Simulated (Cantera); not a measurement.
Charge: 1 mol Si3H8, 0.063 mol Cl2, 25 mol H2, at 1025 °C and 100 Torr.

Method: chemical equilibrium by Gibbs-energy minimisation in Cantera with the NASA 1993 tables (ideal gas, pure condensed phases). Candidate condensed phases: Si; 19 gas species. The feed counts by its element totals alone. The numbers say what is thermodynamically allowed, not how fast it happens.

Problem. What is the equilibrium state?

Solution. 
```
Property        Value
----------  ---------
x(H2)           0.996
x(HCl)        0.00423
x(SiCl2)      4.78e-5
x(H)          2.93e-6
x(SiH2Cl2)    1.39e-6
n(Si(s))     3.00 mol
gas amount  29.06 mol
```
